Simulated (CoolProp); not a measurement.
Methane at 293.15 K and 17.4 MPa is compressed adiabatically to 105 MPa with isentropic efficiency 0.7. Each further row changes one setting.

Computed with CoolProp (reference Helmholtz-energy equation of state, Setzmann 1991).

```json
[
 {"case": "as stated", "work (kJ/kg)": "___", "final temperature (K)": "___", "final density (kg/m³)": "___"},
 {"case": "efficiency 1", "work (kJ/kg)": "392", "final temperature (K)": "___", "final density (kg/m³)": "282"},
 {"case": "efficiency 0.65", "work (kJ/kg)": "602", "final temperature (K)": "___", "final density (kg/m³)": "___"}
]
```

Question: What belongs in the gaps?

Answer: 
- as stated, work (kJ/kg): 559
- as stated, final temperature (K): 474.2
- as stated, final density (kg/m³): 261
- efficiency 1, final temperature (K): 422.6
- efficiency 0.65, final temperature (K): 487.2
- efficiency 0.65, final density (kg/m³): 256
